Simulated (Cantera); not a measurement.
## Pyrogenic steam for wet oxidation

A perfectly stirred reactor is fed with H2 : O2 : N2 = 1.4 : 1 : 2.2 (molar parts), equivalence ratio 0.70, at 0.260 bar; it is held at 948 K, and followed from long to short residence time.

Model: GRI-Mech 3.0 (53 species, 325 reactions), integrated in Cantera. Below about 950 K walls govern HO2 and H2O2 in real vessels. The temperature is held fixed by assumption; the heat of reaction is taken as removed at once.

| τ (s) | x H2 | x O2 | x NO | x H2O | x H | x HO2 |
|---|---|---|---|---|---|---|
| 1.1 | 0.0330 | 0.0920 | 6.29e-10 | 0.320 | 6.37e-6 | 5.90e-5 |
| 0.39 | 0.0345 | 0.0928 | 1.64e-9 | 0.318 | 1.75e-5 | 6.46e-5 |
| 0.13 | 0.0357 | 0.0933 | 4.70e-9 | 0.317 | 5.19e-5 | 6.74e-5 |
| 0.044 | 0.0407 | 0.0957 | 1.17e-8 | 0.311 | 0.000149 | 7.00e-5 |
| 0.015 | 0.0512 | 0.100 | 2.51e-8 | 0.298 | 0.000410 | 7.34e-5 |
| 0.0050 | 0.0690 | 0.109 | 4.79e-8 | 0.277 | 0.00111 | 7.72e-5 |
| 0.0017 | 0.0954 | 0.121 | 7.93e-8 | 0.244 | 0.00278 | 8.04e-5 |
| 0.00057 | 0.133 | 0.139 | 1.13e-7 | 0.196 | 0.00649 | 8.10e-5 |
| 0.00019 | 0.185 | 0.163 | 1.18e-7 | 0.130 | 0.0129 | 7.55e-5 |
x: mole fraction; the columns are a selection and need not sum to one.
